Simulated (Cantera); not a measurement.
A closed system holds: 1 mol C, 0.031 mol NH3, 21 mol N2, equilibrated at 925 °C and 13300 Pa.

Method: chemical equilibrium by Gibbs-energy minimisation in Cantera with the NASA 1993 tables (ideal gas, pure condensed phases). Candidate condensed phases: C, C6H6, C7H8, C8H18; 92 gas species. Equilibrium is a limit: real reactors are often held back by kinetics, nucleation or transport.

Base state: N2 0.998, H2 0.00221 (mole fractions); condensed: C(graphite).

Task: What changes in the equilibrium state with this change: C replaced by CH4?

Result: 
```json
[
 {"species": "N2", "before": "0.998", "after": "0.911"},
 {"species": "H2", "before": "0.00221", "after": "0.0887"},
 {"species": "HCN", "before": "3.42e-6", "after": "2.07e-5"},
 {"species": "CH4", "before": "1.04e-8", "after": "1.68e-5"},
 {"species": "C(graphite), mol", "before": "1.000", "after": "0.999"}
]
```
